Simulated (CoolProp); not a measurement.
Saturation properties of CF4 (R14) (Tc = 227.4 K, pc = 3.762 MPa, ω = 0.178).

Model: reference Helmholtz-energy equation of state, Platzer 1990, in CoolProp. This equation is an older, rougher fit; its heat capacities, sound speeds and derivatives of the liquid may be far off and weren't checked against measurements.

| T (K) | p (MPa) | liquid density (kg/m³) | vapour density (kg/m³) | surface tension (mN/m) | liquid conductivity (mW/(m K)) |
|---|---|---|---|---|---|
| 130.1 | 0.03067 | 1681 | 2.530 | 14.8 | 107 |
| 132.5 | 0.03791 | 1669 | 3.078 | 14.3 | 105 |
| 134.9 | 0.04645 | 1657 | ___ | 13.9 | 103 |
| 137.4 | 0.05692 | 1644 | 4.486 | 13.4 | 101 |
| 139.8 | 0.06865 | 1631 | 5.336 | 13.0 | 99.5 |
| 142.2 | 0.08221 | 1619 | 6.307 | 12.5 | 97.7 |
| 144.6 | 0.09778 | 1606 | 7.409 | 12.1 | 95.9 |
| 147 | 0.1156 | 1593 | ___ | 11.7 | 94.1 |
| 149.4 | 0.1357 | 1580 | 10.06 | 11.2 | 92.3 |
| 151.8 | 0.1586 | 1567 | 11.63 | 10.8 | 90.5 |
| 154.2 | 0.1842 | 1554 | 13.38 | 10.4 | 88.7 |
| 156.6 | 0.2129 | 1540 | 15.33 | 9.97 | 86.9 |
| 159 | 0.2450 | 1527 | 17.49 | ___ | 85.1 |
| 161.4 | 0.2805 | 1513 | 19.89 | ___ | 83.3 |
| 163.8 | 0.3198 | 1499 | 22.53 | 8.73 | 81.5 |

Question: Fill in the missing entries.

Answer: 
- 134.9, vapour density (kg/m³): 3.716
- 147, vapour density (kg/m³): 8.654
- 159, surface tension (mN/m): 9.55
- 161.4, surface tension (mN/m): 9.14

It boils at 145.1 K under 1 atm.

Thermal conductivity comes from a separate model (Huber 2003), an estimate that may be off by 10 % or more. Surface tension comes from a separate correlation (Mulero 2012).
